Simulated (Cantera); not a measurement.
Cantera run:

```python
import numpy as np
import cantera as ct

gas_names = """
    C CO CO2 C2 C2O C3 C3O2 C4 C5 Cu CuO Cu2 O O2 O3
""".split()
cond_names = """
    C(gr) Cu(cr) Cu(L) CuO(s) Cu2O(s) Cu2O(L)
""".split()


# ... load() reads the species with a 1 bar reference pressure and builds the phases ...
atoms = {
    'Cu': {'Cu': 1},
    'CO2': {'C': 1, 'O': 2},
    'CO': {'C': 1, 'O': 1},
}
top_T = {'C(gr)': 4500, 'CuO(s)': 1390}  # K; cautious upper limits of use, not melting points


# ... equilibrate(T, P, feed) seeds the gas with the atoms and calls Mixture.equilibrate('TP', solver="vcs", rtol=1e-11, max_steps=5000) ...
results = []
T = 800  # K
P = 320000  # Pa
for m in [1.9, 2.3, 2.9, 3.7, 4.6, 5.8, 7.2, 9, 11, 14]:
    feed = {'Cu': 1, 'CO2': m, 'CO': 0.45}  # mol
    mix = equilibrate(T, P, feed)
    results.append((T, P, feed, dict(zip(mix.species_names, mix.species_moles))))

top = {s: max(r[3][s] / sum(r[3][g] for g in gas_names) for r in results) for s in gas_names}
cols = sorted((s for s in top if top[s] > 1e-05), key=lambda s: -top[s])[:9]
seen = [c for c in cond_names if any(r[3].get(c, 0) > 1e-12 for r in results)]
print("log10 of partial pressures in bar; condensed amounts in mol")
print(f"{'n(CO2)':>10s}" + "".join(f"{s[:9]:>10s}" for s in cols + seen))
for T, P, feed, n in results:
    ng = sum(n[g] for g in gas_names)
    print(f"{feed['CO2']:10.4g}" + "".join(f"{np.log10(max(n[s] / ng * P / 1e5, 1e-99)):10.3f}" for s in cols)
          + "".join(f"{n.get(c, 0):10.4g}" for c in seen))
```

Output:

```
log10 of partial pressures in bar; condensed amounts in mol
    n(CO2)       CO2        CO     C(gr)    Cu(cr)
       1.9     0.481    -0.757    0.1653         1
       2.3     0.481    -0.757     0.154         1
       2.9     0.481    -0.757    0.1371         1
       3.7     0.481    -0.757    0.1146         1
       4.6     0.481    -0.757   0.08934         1
       5.8     0.481    -0.757    0.0556         1
       7.2     0.481    -0.757   0.01623         1
         9     0.484    -0.817         0         1
        11     0.488    -0.900         0         1
        14     0.491    -1.002         0         1
```

Cantera equilibrium calculation (NASA polynomials, part measured and part estimated; ideal gas, pure solids and liquids).
